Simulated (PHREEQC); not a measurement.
Make-up at 25 °C: 0.001 mol/kgw HF, 0.028 mol/kgw NaF, 0.00015 mol/kgw HCl and 0.011 mol/kgw (NH4)2SO4. Closed to the air; pH follows from the charge balance.

All values are PHREEQC results (ion-association model, phreeqc.dat), not measurements.

No solid was allowed to form.

Q: Predict the pH.

A: pH 4.52.

Q: In which forms is F present?

A: F- 95 %, HF 3.4 %, NaF 1.0 %, HF2- 0.7 % of the F.

Complexes and solids missing from the database can't appear.
